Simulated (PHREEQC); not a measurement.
Solution (27 °C): 0.023 mol CaCl2, 0.038 mol Na2SO4 and 0.0016 mol KCl per kg of water. Closed to the air; pH follows from the charge balance.

Equilibrium calculation in PHREEQC: ion-association model, phreeqc.dat.

This is a speciation only: nothing precipitates in the calculation.

Task: Order these S species by the share of S that they hold, largest first: CaSO4, KSO4-, NaSO4-, SO4-2.

Result: SO4-2 (70 %), CaSO4 (21 %), NaSO4- (8.5 %), KSO4- (0.24 %)

The ionic strength is 0.146 mol/kgw. The solution is supersaturated, for example in Gypsum, so a real one may precipitate; this is no full list. Complexes and solids missing from the database can't appear.
